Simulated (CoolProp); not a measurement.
Dodecamethylcyclohexasiloxane (D6) along the isotherm 412 K: fugacity coefficient from the reference equation and from simpler models built on Tc = 645.8 K, pc = 0.9614 MPa, ω = 0.736; each cubic takes its own stable root.

Model: reference Helmholtz-energy equation of state, Colonna 2008, in CoolProp. It is a short technical equation, of lower accuracy than the large ones.

| p (MPa) | phase | reference |
|---|---|---|
| 0.0152 | liquid | 0.2757 |
| 0.0237 | liquid | 0.1771 |
| 0.0369 | liquid | 0.1140 |
| 0.0574 | liquid | 0.07349 |
| 0.0894 | liquid | 0.04742 |
| 0.139 | liquid | 0.03073 |
| 0.217 | liquid | 0.01992 |
| 0.337 | liquid | 0.01307 |
| 0.525 | liquid | 0.008636 |
| 0.818 | liquid | 0.005798 |
| 1.27 | liquid | 0.004003 |
| 1.98 | liquid | 0.002863 |
| 3.09 | liquid | 0.002173 |
| 4.81 | liquid | 0.001811 |

Task: How far does each simpler model (van der Waals, Redlich-Kwong, Peng-Robinson) lie from the reference over these 14 states: mean and median of the absolute difference, and the worst?

Result: 
- van der Waals: mean 2131.8 %, median 2432.0 %, worst +3976.8 % at 412 K and 4.81 MPa
- Redlich-Kwong: mean 697.7 %, median 735.1 %, worst +843.7 % at 412 K and 4.81 MPa
- Peng-Robinson: mean 7.7 %, median 8.0 %, worst +8.1 % at 412 K and 0.0152 MPa

At some of these states van der Waals, Redlich-Kwong gives the other phase, because its saturation line lies elsewhere.
